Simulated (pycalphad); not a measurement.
Computed with pycalphad from the COST 507 light-alloy database (1999), at 1 atm. These are 1990s assessments: newer ones move some temperatures and phases. Amounts are mole fractions of atoms. Kinetics are ignored, which matters at the lower temperatures.

Task: Give the equilibrium state of Si-37.3Fe (at.%) at 600 K.

Result: 
```
T = 600.00 K, P = 101325 Pa, N = 1 mol of atoms
G = -42271 J/mol, H = -18835 J/mol, S = 39.06 J/(mol K)  (SER reference)
chemical potentials (J/mol): Si -19635, Fe -80322
phase             fraction      x(Si)      x(Fe)
FESI2_L             0.7620     0.6667     0.3333
FESI                0.2380     0.5000     0.5000
```

Task: Give the equilibrium state of Si-37.3Fe (at.%) at 1500 K.

Result: LIQUID, fraction 0.789, with 33.9 Fe at.%; FESI, fraction 0.211, with 50.0 Fe at.%.

Database names, with the compositions (at.%) that they take in these runs: FESI: Si 50 Fe 50; FESI2_L: Si 67 Fe 33.
